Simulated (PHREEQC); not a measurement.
## Brackish or sea water: speciation

Synthetic water in mg/kgw, 20 °C, pH 7.38, pe -0.8: Na 2870; K 51.6; Ca 66.5; Mg 133; Cl 5020; S(6) as SO4 235; Alkalinity as HCO3 5.76; Fe(2) 11.6.

Valence states are taken as typed.

All values are PHREEQC results (ion-association model, phreeqc.dat), not measurements.

```json
{
  "ionic_strength": "0.152 mol/kgw",
  "specific_conductance": "12900 µS/cm",
  "density": "1.004 g/cm³",
  "charge_balance_error": "-2.0 %"
}
```

```csv
species,molality,activity,log γ
Cl-,0.142,0.104,-0.132
Na+,0.124,0.0951,-0.117
Mg+2,0.00524,0.00194,-0.433
SO4-2,0.00180,0.000587,-0.487
Ca+2,0.00160,0.000562,-0.456
K+,0.00131,0.000966,-0.134
NaSO4-,0.000354,0.000271,-0.117
MgSO4,0.000226,0.000234,0.015
Fe+2,0.000188,6.72e-5,-0.446
HCO3-,8.59e-5,6.56e-5,-0.117
CaSO4,5.45e-5,5.64e-5,0.015
FeCl+,1.27e-5,9.69e-6,-0.119
CO2,6.40e-6,6.63e-6,0.015
FeSO4,6.17e-6,6.39e-6,0.015
KSO4-,4.77e-6,3.65e-6,-0.117
```

No solid was allowed to form. Species that the database lacks are ignored.
